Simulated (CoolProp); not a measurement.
A single-stage vapour-compression cycle with trans-2-butene: evaporating at 276.15 K (dew point), condensing at 304.15 K (bubble point), superheat 5 K, subcooling 5 K, compressor efficiency 0.9, no pressure losses. Each further row changes one setting.

Model: reference Helmholtz-energy equation of state, Lemmon 2005, in CoolProp. It is a short technical equation, of lower accuracy than the large ones.

```csv
case,cooling COP,pressure ratio,discharge temperature (K),refrigerating effect (kJ/kg),volumetric capacity (kJ/m³)
as stated,___,2.57,312.7,358,986
evaporating temperature 281.15 K,10.5,2.14,311.8,365,1190
condensing temperature 299.15 K,10.3,2.20,307.4,370,1020
subcooling 10 K,8.57,2.57,312.7,370,1020
superheat 15 K,8.32,2.57,___,374,___
compressor efficiency 0.8,7.38,2.57,___,358,986
```

Task: Some entries are withheld; supply them.

Result: 
- as stated, cooling COP: 8.30
- superheat 15 K, discharge temperature (K): 322.8
- superheat 15 K, volumetric capacity (kJ/m³): 989
- compressor efficiency 0.8, discharge temperature (K): 315.8
